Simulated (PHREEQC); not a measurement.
PHREEQC input (ion-association model, phreeqc.dat):

```
SOLUTION 0
  temp 25
  units mmol/kgw
  pH 7 charge
  Br 0.54
  K 0.54
  S(6) 52
  Zn 52
  Cl 0.01
  O(0) 1 O2(g) -0.68
SOLUTION 1-40
  temp 25
  units mmol/kgw
  pH 7 charge
  Cl 34.51
  K 3.5
  Na 31
  O(0) 1 O2(g) -0.68
END
EXCHANGE 1-40
  X 0.073
  -equilibrate 1
END
SELECTED_OUTPUT 1
  -reset false
  -pH true
  -pe true
  -ionic_strength true
  -water true
  -step true
  -totals Br Cl K Na S Zn S(-2) S(6)
  -molalities NaX KX ZnX2
  -saturation_indices Halite Sylvite Zn(OH)2(e)
PRINT
  -reset false
TRANSPORT
  -cells 40
  -shifts 160
  -lengths 0.0125
  -time_step 60
  -dispersivities 0.04
  -boundary_conditions flux flux
  -correct_disp true
  -punch_cells 40
  -punch_frequency 5
END
```

Selected output (columns that matter, 17 of 33 rows; pore volumes added in front):

```
pore volumes	pH	mu	Br	Cl	K	Na	S	Zn	m_NaX	m_KX	m_ZnX2	si_Halite	si_Sylvite	si_Zn(OH)2(e)
0	5.0611	0.03451	0	0.03451	0.0035	0.031	0	0	0.04662	0.02638	0	-4.6907	-4.9725	-1000
0.2625	5.0613	0.03453	9.4543e-08	0.034504	0.0035013	0.031011	9.1041e-06	0	0.04662	0.02638	0	-4.6907	-4.9725	-1000
0.5125	5.1184	0.040917	3.0663e-05	0.032551	0.0039123	0.034565	0.0029527	0	0.04662	0.02638	0	-4.6819	-4.9644	-1000
0.7625	5.2799	0.068061	0.00016314	0.024087	0.005707	0.049953	0.01571	3.8575e-16	0.046601	0.026399	9.1782e-15	-4.6956	-4.9808	-16.952
1.0125	5.3904	0.098706	0.00031739	0.014232	0.0094099	0.066254	0.030563	1.1773e-06	0.042937	0.030041	1.1345e-05	-4.8363	-5.033	-7.3902
1.2625	5.4088	0.11416	0.00042516	0.0073471	0.023316	0.054277	0.040941	0.0060257	0.016051	0.033894	0.011527	-5.2249	-4.9434	-3.6919
1.5125	5.3487	0.11327	0.00048519	0.003512	0.022037	0.028663	0.046722	0.023365	0.0058609	0.022186	0.022477	-5.8236	-5.2886	-3.1959
1.7625	5.3119	0.1128	0.00051501	0.0016066	0.016633	0.014404	0.049593	0.03513	0.0026186	0.014906	0.027738	-6.4629	-5.7506	-3.0722
2.0125	5.291	0.11276	0.00052892	0.00071788	0.011783	0.0071221	0.050933	0.042099	0.0012329	0.010062	0.030852	-7.1194	-6.2506	-3.0233
2.2625	5.2789	0.11278	0.00053517	0.00031838	0.0081458	0.0034907	0.051535	0.046139	0.00059101	0.0068062	0.032801	-7.7827	-6.7644	-3.0005
2.5125	5.2717	0.11278	0.00053792	0.00014283	0.0055941	0.0017019	0.0518	0.048487	0.00028512	0.0046264	0.034044	-8.4431	-7.2759	-2.9888
2.7625	5.2674	0.11277	0.00053911	6.6797e-05	0.0038613	0.00082694	0.051914	0.049868	0.00013784	0.0031777	0.034842	-9.0867	-7.767	-2.9826
3.0125	5.2647	0.11275	0.00053962	3.4168e-05	0.0027063	0.00040093	0.051964	0.050692	6.6666e-05	0.0022219	0.035356	-9.6924	-8.2125	-2.9791
3.2625	5.2631	0.11274	0.00053984	2.025e-05	0.0019454	0.0001941	0.051985	0.05119	3.2235e-05	0.0015953	0.035686	-10.235	-8.5831	-2.977
3.5125	5.2621	0.11273	0.00053993	1.4338e-05	0.0014481	9.3876e-05	0.051993	0.051495	1.558e-05	0.0011868	0.035899	-10.7	-8.8613	-2.9758
3.7625	5.2615	0.11272	0.00053997	1.1833e-05	0.001125	4.537e-05	0.051997	0.051683	7.5277e-06	0.00092176	0.036035	-11.099	-9.0543	-2.9751
4.0125	5.2611	0.11271	0.00053999	1.0774e-05	0.00091596	2.1917e-05	0.051999	0.0518	3.6358e-06	0.00075037	0.036123	-11.456	-9.1843	-2.9746
```
